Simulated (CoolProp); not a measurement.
n-nonane at 298.15 K and 0.12 MPa flows at 6.8 m/s in a round tube of 4.6 mm bore and 1.5 µm roughness, fully developed (64/Re and Nu = 3.66 if laminar; Colebrook and Gnielinski if turbulent). Each further row changes one setting.

Model: reference Helmholtz-energy equation of state, Lemmon 2006, in CoolProp. It is a short technical equation, of lower accuracy than the large ones.

```
case               Reynolds number  Darcy friction factor  pressure drop (Pa/m)  heat-transfer coefficient (W/(m² K))  mass flow (kg/h)
-----------------  ---------------  ---------------------  --------------------  ------------------------------------  ----------------
as stated                    34100                 0.0237                 85100                                  8090               291
velocity 13.6 m/s            68300                 0.0208                299000                                 15100               581
diameter 9.2 mm              68300                 0.0202                 36200                                  7420              1160
```

Viscosity comes from a separate model (Huber 2004). Thermal conductivity comes from a separate model (Huber 2005).
